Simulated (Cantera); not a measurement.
Input (Python, Cantera) and output of one run.

```python
import numpy as np
import cantera as ct

gas_names = """
    O2 NH3 H2O2
""".split()
cond_names = """
    ZrO2(a) ZrO2(b) ZrO2(L) ZrN(s) ZrN(L)
""".split()


# ... load() reads the species with a 1 bar reference pressure and builds the phases ...
species = {s.name: s for s in load("nasa_gas.yaml", gas_names) + load("nasa_condensed.yaml", cond_names)}
# Each term lists the table entries of one substance; the one whose range holds T is used.
reactions = {
    'O2(g) + 2 ZrO2 + 2 NH3(g) = 2 ZrN + 3 H2O2(g)':
        [(-1, ['O2']), (-2, ['ZrO2(a)', 'ZrO2(b)', 'ZrO2(L)']), (-2, ['NH3']), (2, ['ZrN(s)', 'ZrN(L)']), (3, ['H2O2'])],
}


def pick(names, T):
    return next(species[n] for n in names if species[n].thermo.min_temp <= T <= species[n].thermo.max_temp)


results = []
for label, terms in reactions.items():
    print(label)
    print("     T/K   dH/kJ  dS/(J/K)   dG/kJ   log10 K")
    for T in [300, 2125, 2200, 2275, 2350, 2425, 2500, 2575]:
        used = [(nu, pick(names, T)) for nu, names in terms]
        dH = sum(nu * s.thermo.h(T) for nu, s in used) / 1e6
        dS = sum(nu * s.thermo.s(T) for nu, s in used) / 1e3
        dG = dH - T * dS / 1e3
        logK = -dG * 1e6 / (ct.gas_constant * T * np.log(10))
        results.append((label, T, dH, dS, dG, logK, [s.name for _, s in used]))
        print(f"{T:8g} {dH:8.1f} {dS:8.1f} {dG:8.1f} {logK:8.2f}")
```

Result:

```
O2(g) + 2 ZrO2 + 2 NH3(g) = 2 ZrN + 3 H2O2(g)
     T/K   dH/kJ  dS/(J/K)   dG/kJ   log10 K
     300   1147.4     89.9   1120.4  -195.08
    2125   1133.8     75.3    973.8   -23.94
    2200   1134.9     75.8    968.1   -22.98
    2275   1136.0     76.3    962.4   -22.10
    2350   1137.1     76.8    956.6   -21.26
    2425   1138.4     77.3    950.9   -20.48
    2500   1139.7     77.9    945.0   -19.75
    2575   1141.1     78.4    939.2   -19.05
```

Standard-state values (1 bar) from the NASA 1993 polynomials, evaluated with Cantera. ZrN: taken at fixed stoichiometry. Condensed species are held in their standard states even where they would react or evaporate.
